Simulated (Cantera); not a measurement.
**Low-pressure radical oxidation in H2/O2**

An isothermal, constant-pressure homogeneous reactor starts with 1.26 % H₂, 44.9 % O₂, 53.9 % N₂, at 1075 K and 3.00 Torr.

Model: GRI-Mech 3.0 (53 species, 325 reactions), integrated in Cantera. Radical loss at walls, strong at low pressure, is not modelled.

| t (s) | x H₂ | x O₂ | x H₂O₂ | x NO₂ | x H₂O | x HO₂ |
|---|---|---|---|---|---|---|
| 6.00e-6 | 0.0126 | 0.449 | <1e-12 | <1e-12 | <1e-12 | <1e-12 |
| 1.84e-5 | 0.0126 | 0.449 | <1e-12 | <1e-12 | <1e-12 | 2.04e-12 |
| 5.66e-5 | 0.0126 | 0.449 | <1e-12 | <1e-12 | <1e-12 | 6.26e-12 |
| 0.000174 | 0.0126 | 0.449 | <1e-12 | <1e-12 | <1e-12 | 1.92e-11 |
| 0.000534 | 0.0126 | 0.449 | <1e-12 | <1e-12 | 3.30e-12 | 5.91e-11 |
| 0.00164 | 0.0126 | 0.449 | <1e-12 | <1e-12 | 6.40e-11 | 1.82e-10 |
| 0.00504 | 0.0126 | 0.449 | <1e-12 | <1e-12 | 1.25e-9 | 5.61e-10 |
| 0.0155 | 0.0126 | 0.449 | 1.26e-12 | <1e-12 | 1.26e-7 | 2.02e-9 |
| 0.0476 | 0.00496 | 0.443 | 3.59e-8 | <1e-12 | 0.00599 | 6.05e-7 |
| 0.146 | 0.000124 | 0.439 | 6.18e-9 | <1e-12 | 0.0114 | 4.47e-7 |
| 0.449 | 9.25e-5 | 0.441 | 6.39e-9 | <1e-12 | 0.0118 | 4.10e-7 |
| 1.38 | 4.39e-5 | 0.443 | 6.60e-9 | 2.18e-12 | 0.0123 | 3.16e-7 |
| 4.24 | 1.02e-5 | 0.445 | 5.86e-9 | 6.39e-12 | 0.0125 | 1.67e-7 |
| 13.0 | 1.46e-6 | 0.445 | 3.52e-9 | 1.83e-11 | 0.0126 | 5.41e-8 |
| 40.0 | 1.98e-7 | 0.445 | 1.30e-9 | 3.32e-11 | 0.0126 | 1.25e-8 |
x: mole fraction; the columns are a selection and need not sum to one.

Equilibrium at this temperature and pressure: H₂ 2.11e-10, O₂ 0.445, H₂O₂ 3.68e-12, NO₂ 2.49e-7, H₂O 0.0126, HO₂ 4.47e-10 (gas phase only).
